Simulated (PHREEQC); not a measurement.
Make-up at 30 °C: 0.084 mol ZnSO4, 0.01 mol ZnCl2, 0.0016 mol H2SO4 and 0.0098 mol Na2SO4 per kg of water. Closed to the air; pH follows from the charge balance.

The numbers come from PHREEQC with the ion-association model, phreeqc.dat.

```csv
quantity,before,after
pH,2.95,2.84
ionic strength (mol/kgw),0.214,0.222
Zn+2 (mol/kgw),0.0485,0.0505
SO4-2 (mol/kgw),0.0379,0.0385
ZnSO4 (mol/kgw),0.0346,0.0318
Cl- (mol/kgw),0.0191,0.0197
SI of Halite (NaCl),-5.30,-5.26
```

Question: Which change was made?
A) temperature from 30 to 5 °C
B) H2SO4 replaced by KHSO4 at the same molality
C) diluted 100-fold with water

Answer: A, temperature from 30 to 5 °C

Precipitation was switched off in this run. Constants without temperature data keep their 25 °C values here.
